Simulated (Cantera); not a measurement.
What does this Cantera script print?

```python
import numpy as np
import cantera as ct

gas = ct.Solution("gri30.yaml")
gas.TPX = 1673, 1000000, {'C3H8': 1, 'O2': 5.88, 'N2': 22.1}
reactor = ct.IdealGasReactor(gas, energy="on", clone=False)
net = ct.ReactorNet([reactor])
net.rtol, net.atol = 1e-08, 1e-16
show = ['C3H8', 'O2', 'C2H', 'C2H6', 'C2H2']
times = np.geomspace(2e-06, 4, 14)

steps = ct.SolutionArray(gas, extra=["t"])
rows = []
print(f"{'t/s':>10s}{'T/K':>9s}{'P/Pa':>11s}" + "".join(f"{s:>11s}" for s in show))
for t in times:
    while net.time < t:
        t_next = net.step()
        steps.append(gas.state, t=t_next)
    rows.append([np.interp(t, steps.t, y) for y in (steps.T, steps.P, *steps(*show).X.T)])
    print(f"{t:10.3e}{rows[-1][0]:9.1f}{rows[-1][1]:11.4g}" + "".join(f"{x:11.3e}" for x in rows[-1][2:]))
rate = np.gradient(steps.T, steps.t)
print("integrator steps:", len(steps.t))
if steps.T.max() > steps.T[0] + 200:
    print(f"time of steepest temperature rise: {steps.t[rate.argmax()]:.4e} s")
gas.TPX = 1673, 1000000, {'C3H8': 1, 'O2': 5.88, 'N2': 22.1}
gas.equilibrate("UV")
print(f"equilibrium (UV): T = {gas.T:.1f} K  " + "  ".join(f"{s} {gas[s].X[0]:.3e}" for s in show))
```

Output:

```
       t/s      T/K       P/Pa       C3H8         O2        C2H       C2H6       C2H2
 2.000e-06   1674.9  1.015e+06  2.235e-02  1.946e-01  4.566e-09  1.569e-03  6.590e-05
 6.106e-06   3115.5  2.007e+06  4.328e-39  4.294e-02  2.087e-17  8.106e-27  1.635e-16
 1.864e-05   3148.0  2.021e+06  4.990e-39  3.852e-02  1.817e-17  7.962e-27  1.472e-16
 5.690e-05   3132.6  2.009e+06  5.824e-39  3.449e-02  1.707e-17  8.866e-27  1.481e-16
 1.737e-04   3128.2  2.006e+06  6.097e-39  3.339e-02  1.677e-17  9.150e-27  1.485e-16
 5.303e-04   3128.2  2.006e+06  6.099e-39  3.338e-02  1.677e-17  9.153e-27  1.485e-16
 1.619e-03   3128.2  2.006e+06  6.099e-39  3.338e-02  1.677e-17  9.153e-27  1.485e-16
 4.942e-03   3128.2  2.006e+06  6.099e-39  3.338e-02  1.677e-17  9.153e-27  1.485e-16
 1.509e-02   3128.2  2.006e+06  6.099e-39  3.338e-02  1.677e-17  9.153e-27  1.485e-16
 4.606e-02   3128.2  2.006e+06  6.099e-39  3.338e-02  1.677e-17  9.153e-27  1.485e-16
 1.406e-01   3128.2  2.006e+06  6.099e-39  3.338e-02  1.677e-17  9.153e-27  1.485e-16
 4.292e-01   3128.2  2.006e+06  6.099e-39  3.338e-02  1.677e-17  9.153e-27  1.485e-16
 1.310e+00   3128.2  2.006e+06  6.099e-39  3.338e-02  1.677e-17  9.153e-27  1.485e-16
 4.000e+00   3128.2  2.006e+06  6.099e-39  3.338e-02  1.677e-17  9.153e-27  1.485e-16
integrator steps: 1756
time of steepest temperature rise: 4.1549e-06 s
equilibrium (UV): T = 3128.2 K  C3H8 1.174e-38  O2 3.338e-02  C2H 1.762e-17  C2H6 1.572e-26  C2H2 1.568e-16
```

Cantera simulation using GRI-Mech 3.0 (53 species, 325 reactions); the numbers are that mechanism's predictions, not measurements. GRI-Mech 3.0 was tuned for natural gas; its chemistry of propane as a main component is partial and can be far from experiment. Above 3000 K some thermodynamic fits are extrapolated.
